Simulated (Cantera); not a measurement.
**Premixed flame**

A freely propagating, adiabatic, planar premixed flame of H2 : O2 : N2 : H2O = 1 : 0.725 : 2.72 : 0.14 (molar parts), unburnt at 500 K and 150000 Pa; unity-Lewis-number transport, grid criteria slope 0.08 and curve 0.16, no radiation.

Model: the H2/O2 subset of GRI-Mech 3.0, which has no nitrogen chemistry, integrated in Cantera. Unity Lewis numbers drop preferential diffusion, which matters most where H2 and H carry the flame. Burning velocities carry a grid error of a few per cent, more on coarse grids. Lean hydrogen flames are cellular in practice and burn faster than this planar one.

| z (mm) | T (K) | u (m/s) | x H2 | x O2 | x H2O | x H | x O | x H2O2 |
|---|---|---|---|---|---|---|---|---|
| -0.544 | 500 | 2.61 | 0.218 | 0.158 | 0.0305 | <1e-8 | <1e-8 | <1e-8 |
| -0.363 | 500 | 2.61 | 0.218 | 0.158 | 0.0306 | <1e-8 | <1e-8 | 4.54e-8 |
| -0.272 | 501 | 2.62 | 0.218 | 0.158 | 0.0306 | <1e-8 | 3.41e-8 | 2.18e-7 |
| -0.181 | 507 | 2.65 | 0.217 | 0.158 | 0.0314 | <1e-8 | 4.47e-7 | 1.72e-6 |
| -0.0907 | 620 | 3.22 | 0.204 | 0.151 | 0.0459 | 3.85e-5 | 3.19e-5 | 1.80e-5 |
| -0.0454 | 913 | 4.65 | 0.165 | 0.133 | 0.0881 | 0.00282 | 0.000573 | 2.17e-5 |
| 0 | 1294 | 6.42 | 0.0894 | 0.0976 | 0.161 | 0.0181 | 0.00445 | 1.02e-5 |
| 0.0454 | 1541 | 7.51 | 0.0368 | 0.0703 | 0.213 | 0.0252 | 0.00943 | 4.91e-6 |
| 0.0907 | 1675 | 8.08 | 0.0222 | 0.0612 | 0.231 | 0.0201 | 0.0101 | 2.85e-6 |
| 0.181 | 1813 | 8.65 | 0.0154 | 0.0572 | 0.245 | 0.0115 | 0.00779 | 1.50e-6 |
| 0.363 | 1930 | 9.12 | 0.00999 | 0.0552 | 0.257 | 0.00520 | 0.00477 | 8.55e-7 |
| 0.726 | 2015 | 9.46 | 0.00537 | 0.0542 | 0.266 | 0.00184 | 0.00245 | 5.28e-7 |
| 1.45 | 2065 | 9.65 | 0.00241 | 0.0540 | 0.272 | 0.000526 | 0.00108 | 3.34e-7 |
x: mole fraction of selected species; z is measured from the peak of heat release.

```json
{
 "laminar_burning_velocity": "261 cm/s",
 "thermal_thickness": "0.181 mm",
 "peak x(H)": "0.0254",
 "peak x(O)": "0.0103",
 "peak x(H2O2)": "2.33e-5",
 "grid_points": "109"
}
```
